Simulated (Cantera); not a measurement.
Input: 1 mol SiH₂Cl₂, 7.7 mol NH₃, held at 65.0 Pa.

Method: chemical equilibrium by Gibbs-energy minimisation in Cantera with the NASA 1993 tables (ideal gas, pure condensed phases). Candidate condensed phases: NH₄Cl, Si, Si₃N₄; 28 gas species. The tables' values for SiCl₃, SiCl are old estimates; treat these amounts as uncertain. Rates play no part. All values below are at 1550 K.

Base state: H₂ 0.702, N₂ 0.203, HCl 0.0712, SiCl₂ 0.0230, H 0.00103, SiCl₃ 9.09e-5, Cl 8.38e-5, SiCl 5.11e-5 (mole fractions); condensed: Si₃N₄(s).

Task: What changes in the equilibrium state with this change: NH₃ from 7.7 to 43 mol?

Result: 
| species | before | after |
|---|---|---|
| H₂ | 0.702 | 0.738 |
| N₂ | 0.203 | 0.239 |
| HCl | 0.0712 | 0.0198 |
| SiCl₂ | 0.0230 | 0.00151 |
| SiCl₃ | 9.09e-5 | 1.62e-6 |
| SiCl | 5.11e-5 | 1.24e-5 |
| Cl | 8.38e-5 | 2.27e-5 |
| Si | 4.88e-5 | 4.37e-5 |
| H | 0.00103 | 0.00106 |
| Si₃N₄(s), mol | 0.202 | 0.287 |
The tables' values for SiCl are old estimates; treat these amounts as uncertain.

Task: What changes in the equilibrium state with this change: NH₃ from 7.7 to 0.51 mol?

Result: 
```tsv
species	before	after
H₂	0.702	0.492
SiCl₂	0.0230	0.234
HCl	0.0712	0.186
N₂	0.203	0.0845
SiCl₄	1.00e-6	9.89e-5
SiCl₃	9.09e-5	0.00288
SiHCl₃	1.21e-6	3.22e-5
SiCl	5.11e-5	0.000167
Cl	8.38e-5	0.000261
Si₃N₄(s), mol	0.202	0
Si(s), mol	0	0.285
```
